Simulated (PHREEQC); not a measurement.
1.5 g of hydrous ferric oxide (600 m²/g; 0.2 weak and 0.005 strong sites per Fe, Dzombak-Morel constants, diffuse double layer) in 1 kg of water with 0.01 mol/kgw of an inert sodium salt and 4.2e-05 mol H3BO3, at 25 °C; the pH is set by adding NaOH or the inert anion's acid. Oxygen is held at 0.21 atm. CO2 from the air is kept out. No solid was allowed to form.

The numbers come from PHREEQC with the ion-association model, wateq4f.dat.

| pH | B sorbed (%) | surface charge σ (C/m²) | surface potential ψ (mV) |
|---|---|---|---|
| 3 | 0.2 | 0.328 | 201 |
| 3.38 | 0.3 | 0.293 | 197 |
| 3.75 | 0.4 | 0.251 | 190 |
| 4.12 | 0.6 | 0.206 | 180 |
| 4.5 | 0.7 | 0.163 | 169 |
| 4.88 | 0.9 | 0.126 | 156 |
| 5.25 | 0.9 | 0.095 | 142 |
| 5.62 | 1.0 | 0.070 | 127 |
| 6 | 1.0 | 0.050 | 110 |
| 6.38 | 1.0 | 0.035 | 92 |
| 6.75 | 1.1 | 0.023 | 74 |
| 7.12 | 1.1 | 0.015 | 54 |
| 7.5 | 1.0 | 0.008 | 34 |
| 7.88 | 1.0 | 0.003 | 13 |
| 8.25 | 1.0 | -0.002 | -8 |
| 8.62 | 0.8 | -0.007 | -28 |
| 9 | 0.7 | -0.013 | -49 |

The oxide is taken as insoluble; below pH 4 it would dissolve.
